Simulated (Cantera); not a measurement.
Feed: 1 mol CS2, 0.089 mol SO2, equilibrated at 3098 K and 0.0975 Torr.

These are equilibrium values from Cantera (NASA tables, ideal gas, pure condensed phases), not measurements of a reactor. Equilibrium is a limit: real reactors are often held back by kinetics, nucleation or transport.

| species | before | after |
|---|---|---|
| S | 0.569 | 0.647 |
| CO | 0.0768 | 0.191 |
| CS | 0.332 | 0.153 |
| C | 0.0220 | 0.00895 |
| C3 | 7.93e-5 | 5.32e-6 |
| C2 | 0.000359 | 5.92e-5 |
| CS2 | 2.79e-5 | 1.46e-5 |
| S2 | 0.000377 | 0.000488 |
Gas species are given as mole fractions.

Task: What was changed between the two runs?
A. temperature from 3098 K to 1775 K
B. temperature from 3098 K to 2898 K
C. SO2 from 0.089 to 0.27 mol
D. temperature from 3098 K to 1148 K

Result: C, SO2 from 0.089 to 0.27 mol
